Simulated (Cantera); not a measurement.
Input: 1 mol SiO2, 12 mol HF, 3.5 mol O2, held at 2.80 Pa.

These are equilibrium values from Cantera (NASA tables, ideal gas, pure condensed phases), not measurements of a reactor. Candidate condensed phases: H2O, Si, SiO2; 38 gas species. The tables hold silica as quartz up to 1696 K and as liquid above; real silica turns to tridymite and cristobalite and melts near 1996 K. Kinetics and transport are ignored.

Task: What share of the Si ends up in condensed phases as a function of T (K), at 698, 848, 998, 1148, 1298, 1448, 1598, 1748?

Result: 
```csv
T (K),Si condensed (%),as
698,0.0,-
848,42.3,SiO2(β-quartz)
998,69.3,SiO2(β-quartz)
1148,81.6,SiO2(β-quartz)
1298,87.8,SiO2(β-quartz)
1448,91.2,SiO2(β-quartz)
1598,93.2,SiO2(β-quartz)
1748,93.6,SiO2(condensed)
```
